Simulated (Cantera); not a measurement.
A Cantera script and what it prints.

```python
import numpy as np
import cantera as ct

gas_names = [...]  # 109 gases of nasa_gas.yaml made of C, Cl, H, Si
cond_names = """
    C(gr) C6H6(L) C7H8(L) C8H18(L),n-octa Si(cr) Si(L) SiC(b)
""".split()


# ... load() reads the species with a 1 bar reference pressure and builds the phases ...
atoms = {
    'SiCl4': {'Si': 1, 'CL': 4},
    'C3H8': {'C': 3, 'H': 8},
    'H2': {'H': 2},
}
top_T = {'C(gr)': 4500, 'SiC(b)': 3050}  # K; cautious upper limits of use, not melting points


# ... equilibrate(T, P, feed) seeds the gas with the atoms and calls Mixture.equilibrate('TP', solver="vcs", rtol=1e-11, max_steps=5000) ...
results = []
feed = {'SiCl4': 1, 'C3H8': 0.75, 'H2': 780}  # mol
T = 2423.15  # K
P = 160  # Pa
mix = equilibrate(T, P, feed)
results.append((T, P, feed, dict(zip(mix.species_names, mix.species_moles))))
x = sorted(zip(gas.X, gas.species_names), reverse=True)
print(f"T = {T:g} K  P = {P:g} Pa  gas = {mix.phase_moles(0):.4g} mol")
print("   x: " + "  ".join(f"{s} {v:.3e}" for v, s in x if v > 1e-06))
print("   condensed (mol): " + ("  ".join(f"{mix.phase(i).name} {mix.phase_moles(i):.4g}"
      for i in range(1, mix.n_phases) if mix.phase_moles(i) > 1e-12) or "none"))
```

Output:

```
T = 2423.15 K  P = 160 Pa  gas = 956.1 mol
   x: H2 6.390e-01  H 3.546e-01  HCL 2.999e-03  CL 1.184e-03  C2H2,acetylene 1.070e-03  Si 9.906e-04  SiC2 4.418e-05  C2H 3.601e-05  C 1.626e-05  SiH 9.440e-06  C3 9.080e-06  C2 1.774e-06
   condensed (mol): none
```

Cantera equilibrium calculation (NASA polynomials, part measured and part estimated; ideal gas, pure solids and liquids).
